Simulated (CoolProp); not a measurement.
Saturation properties of ammonia (Tc = 405.6 K, pc = 11.36 MPa, ω = 0.256).

Computed with CoolProp (reference Helmholtz-energy equation of state, Gao 2020).

```
T (K)  p (MPa)  liquid density (kg/m³)  liquid cp (kJ/(kg K))  vapour Z  surface tension (mN/m)  liquid viscosity (µPa s)
-----  -------  ----------------------  ---------------------  --------  ----------------------  ------------------------
225.9  0.04788                   698.5                  4.412    0.9829                    37.3                       313
237.1  0.08816                     [?]                  4.455    0.9747                    34.8                       265
248.2   0.1518                   671.2                  4.498    0.9643                    32.2                       228
259.3   0.2479                     [?]                  4.543    0.9514                    29.6                       199
270.4   0.3868                   642.4                  4.595    0.9357                    26.9                       175
281.6   0.5826                   627.0                  4.658    0.9169                    24.3                       156
292.7   0.8448                   611.0                  4.735    0.8950                    21.7                       139
303.8    1.189                   594.4                  4.832    0.8697                    19.2                       125
314.9    1.631                     [?]                  4.955    0.8409                     [?]                       112
326      2.188                   558.1                  5.114    0.8081                    14.3                       101
337.2    2.882                   537.8                  5.327    0.7707                    11.9                       [?]
348.3    3.722                   516.0                    [?]    0.7287                    9.57                      81.8
359.4    4.733                     [?]                  6.052    0.6811                    7.37                       [?]
370.5    5.936                   464.1                  6.755    0.6263                    5.27                      65.2
```

Question: Fill in the missing entries.

Answer: 
- 237.1, liquid density (kg/m³): 685.0
- 259.3, liquid density (kg/m³): 657.0
- 314.9, liquid density (kg/m³): 576.8
- 314.9, surface tension (mN/m): 16.7
- 337.2, liquid viscosity (µPa s): 91.0
- 348.3, liquid cp (kJ/(kg K)): 5.620
- 359.4, liquid density (kg/m³): 491.7
- 359.4, liquid viscosity (µPa s): 73.3

It boils at 239.8 K under 1 atm.

Viscosity comes from a separate model (Fenghour 1995). Surface tension comes from a separate correlation (Mulero 2012).
